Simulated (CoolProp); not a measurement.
A single-stage vapour-compression cycle with R245ca: evaporating at 275.15 K (dew point), condensing at 327.15 K (bubble point), superheat 0 K, subcooling 8 K, compressor efficiency 0.8, no pressure losses. Each further row changes one setting.

Computed with CoolProp (reference Helmholtz-energy equation of state, Zhou 2016).

| case | cooling COP | pressure ratio | discharge temperature (K) | refrigerating effect (kJ/kg) | volumetric capacity (kJ/m³) |
|---|---|---|---|---|---|
| as stated | (withheld) | 7.29 | 328.7 | 156 | 351 |
| evaporating temperature 280.15 K | 4.14 | 5.79 | 327.8 | 160 | 446 |
| condensing temperature 322.15 K | (withheld) | 6.22 | 324.2 | 163 | 366 |
| subcooling 13 K | (withheld) | 7.29 | 328.7 | 163 | 366 |
| superheat 10 K | 3.63 | 7.29 | 339.0 | 165 | (withheld) |
| compressor efficiency 0.7 | (withheld) | 7.29 | 334.9 | 156 | 351 |

**Question.** Some entries are withheld; supply them.

**Answer.** 
- as stated, cooling COP: 3.59
- condensing temperature 322.15 K, cooling COP: 4.08
- subcooling 13 K, cooling COP: 3.75
- superheat 10 K, volumetric capacity (kJ/m³): 356
- compressor efficiency 0.7, cooling COP: 3.14
